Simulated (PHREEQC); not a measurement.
Dissolve 36 mmol/kgw HF, 15 mmol/kgw KF and 0.96 mmol/kgw H2SO4 at 25 °C. Closed to the air; pH follows from the charge balance.

The numbers come from PHREEQC with the ion-association model, wateq4f.dat.

Precipitation was switched off in this run.

Predict the pH.

pH 2.77.

In which forms is F present?

HF 58 %, F- 26 %, H2F2 9.1 %, HF2- 6.1 % of the F.

wateq4f.dat counts part of the HF as a dimer, H2F2, which phreeqc.dat doesn't know; its constant is uncertain.
